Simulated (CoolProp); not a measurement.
Vapour-liquid equilibrium of cis-2-butene (1) + methanol (2) at 14 bar; x and y are mole fractions of (1).

Model: multi-fluid Helmholtz-energy mixture model, Lemmon 2005 and de Reuck 1993; pair parameters Bell 2016, in CoolProp.

Q: Give the bubble temperature and the first vapour's composition at x = 0.05, 0.5, 0.8. Is there an azeotrope?

A: x = 0.05: 136.9 °C, y = 0.274; x = 0.5: 99.0 °C, y = 0.769; x = 0.8: 97.1 °C, y = 0.824. y crosses x between x = 0.8 and 0.95: the model has an azeotrope there.

The pair parameters rest on a limited set of measurements; away from them the model extrapolates. With so large a gap from Raoult's law the liquid may split in two, which this calculation doesn't test in full.
